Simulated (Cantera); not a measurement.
A freely propagating, adiabatic, planar premixed flame of 25.1 % CO, 1.93 % H2, 15.3 % O2, 57.7 % N2, unburnt at 325 K and 1.40 bar; mixture-averaged transport, grid criteria slope 0.08 and curve 0.16, no radiation.

Detailed kinetics in Cantera: GRI-Mech 3.0 (53 species, 325 reactions). Burning velocities carry a grid error of a few per cent, more on coarse grids.

### Question
Predict: laminar burning velocity; thermal thickness.

### Answer
```
Quantity                      Value
------------------------  ---------
laminar burning velocity  40.6 cm/s
thermal thickness          0.530 mm
```
